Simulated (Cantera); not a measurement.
## N2O furnace oxynitridation

A perfectly stirred reactor is fed with 90.1 % N₂O, 9.91 % N₂, at 0.132 atm; it is held at 1525 K, and followed from long to short residence time.

Computed with Cantera and GRI-Mech 3.0 (53 species, 325 reactions). GRI-Mech 3.0 was tuned for natural gas; its chemistry of N2O as a main component is partial and can be far from experiment. The temperature is held fixed by assumption; the heat of reaction is taken as removed at once.

| τ (s) | x N₂O | x N₂ | x O | x NO₂ | x NO | x O₂ |
|---|---|---|---|---|---|---|
| 0.51 | 0.112 | 0.550 | 7.85e-5 | 0.000128 | 0.132 | 0.206 |
| 0.22 | 0.218 | 0.487 | 8.44e-5 | 0.000111 | 0.119 | 0.176 |
| 0.098 | 0.372 | 0.399 | 8.75e-5 | 8.37e-5 | 0.0935 | 0.135 |
| 0.043 | 0.553 | 0.296 | 8.90e-5 | 5.20e-5 | 0.0621 | 0.0888 |
| 0.019 | 0.704 | 0.210 | 8.97e-5 | 2.68e-5 | 0.0352 | 0.0501 |
| 0.0083 | 0.803 | 0.155 | 8.99e-5 | 1.15e-5 | 0.0176 | 0.0249 |
| 0.0037 | 0.854 | 0.125 | 8.97e-5 | 4.20e-6 | 0.00832 | 0.0118 |
x: mole fraction; the columns are a selection and need not sum to one.
